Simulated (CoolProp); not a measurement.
Computed with CoolProp (reference Helmholtz-energy equation of state, Outcalt 1996). It is a modified Benedict-Webb-Rubin equation, recast in Helmholtz form.

Problem. Give the vapour pressure (bar), enthalpy of vaporisation (kJ/kg), liquid cp (kJ/(kg K)), surface tension (mN/m) of saturated R152A at -52.65 °C.

Solution. 
```csv
T (°C),p (bar),enthalpy of vaporisation (kJ/kg),liquid cp (kJ/(kg K)),surface tension (mN/m)
-52.65,0.235,354,1.56,20.9
```

Surface tension comes from a separate correlation (Mulero 2012).
